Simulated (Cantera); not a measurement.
Charge: 1 mol SiC, 0.01 mol O2, 19 mol H2, held at 1252 °C and 1 atm.

Cantera equilibrium calculation (NASA polynomials, part measured and part estimated; ideal gas, pure solids and liquids). Candidate condensed phases: C, C6H6, C7H8, C8H18, H2O, Si, SiC, SiO2; 123 gas species. Mutual solubility and eutectic melting of coexisting phases are not modelled. The tables hold silica as quartz up to 1696 K and as liquid above; real silica turns to tridymite and cristobalite and melts near 1996 K. The numbers say what is thermodynamically allowed, not how fast it happens.

Base state: H2 0.999, CO 0.000376, SiO 0.000318, CH4 0.000117, H 2.35e-5, H2O 1.08e-5 (mole fractions); condensed: SiC(s) + SiO2(β-quartz).

Problem. What changes in the equilibrium state with this change: pressure from 1 atm to 30.0 Torr?

Solution. 
| species | before | after |
|---|---|---|
| H2 | 0.999 | 0.999 |
| SiO | 0.000318 | 0.000527 |
| CO | 0.000376 | 0.000524 |
| CH4 | 0.000117 | 4.23e-6 |
| H2O | 1.08e-5 | 6.48e-7 |
| H | 2.35e-5 | 0.000118 |
| SiC(s), mol | 0.991 | 0.990 |
| SiO2(β-quartz), mol | 0.00330 | 0 |

Problem. What changes in the equilibrium state with this change: SiC replaced by Si?

Solution. 
```tsv
species	before	after
H2	0.999	0.999
SiO	0.000318	0.000800
H	2.35e-5	2.35e-5
CO	0.000376	0
CH4	0.000117	0
H2O	1.08e-5	4.30e-6
SiC(s), mol	0.991	0
SiO2(β-quartz), mol	0.00330	0.00235
Si(s), mol	0	0.982
```

Problem. What changes in the equilibrium state with this change: temperature from 1252 °C to 900 °C?

Solution. 
| species | before | after |
|---|---|---|
| H2 | 0.999 | 0.999 |
| CH4 | 0.000117 | 0.000526 |
| H2O | 1.08e-5 | 1.58e-7 |
| CO | 0.000376 | 1.18e-7 |
| SiO | 0.000318 | 5.54e-8 |
| H | 2.35e-5 | 1.17e-7 |
| SiC(s), mol | 0.991 | 0.990 |
| SiO2(β-quartz), mol | 0.00330 | 0.01000 |
